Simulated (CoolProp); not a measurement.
Vapour-liquid equilibrium of propane (1) + isobutane (2) at 55.8 kPa; x and y are mole fractions of (1).

The numbers come from the multi-fluid Helmholtz-energy mixture model, Lemmon 2009 and Bücker 2006; pair parameters Kunz 2012 in CoolProp.

```tsv
x	bubble temperature (K)	y at the bubble point	dew temperature at overall composition x (K)	liquid density (mol/L)
0.05	244.4	0.155	246.3	10.63
0.2	237.9	0.472	243.6	11.06
0.35	232.8	0.664	240.6	11.48
0.5	228.6	0.791	237.2	11.92
0.65	225.0	0.880	233.2	12.37
0.8	221.9	0.943	228.2	12.84
0.95	219.2	0.988	221.5	13.33
```

No azeotrope shows between x = 0.05 and 0.95.

Pair parameters are fitted to limited data, so mixtures are less certain than the pure fluids.
